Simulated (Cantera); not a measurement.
Input: 1 mol Al(CH₃)₃, 24 mol N₂O, 57 mol H₂, held at 370 Pa.

These are equilibrium values from Cantera (NASA tables, ideal gas, pure condensed phases), not measurements of a reactor. Candidate condensed phases: Al, AlN, Al₂O₃, C, C₆H₆, C₇H₈, C₈H₁₈, H₂O; 148 gas species. The feed counts by its element totals alone. Rates play no part. All values below are at 1150 K.

Base state: H₂ 0.484, N₂ 0.271, H₂O 0.211, CO 0.0248, CO₂ 0.00911 (mole fractions); condensed: Al₂O₃(s).

**Question.** What changes in the equilibrium state with this change: H₂ from 57 to 270 mol?

**Answer.** 
```tsv
species	before	after
H₂	0.484	0.846
N₂	0.271	0.0796
H₂O	0.211	0.0641
CO	0.0248	0.00935
CO₂	0.00911	0.000596
Al₂O₃(s), mol	0.500	0.500
```
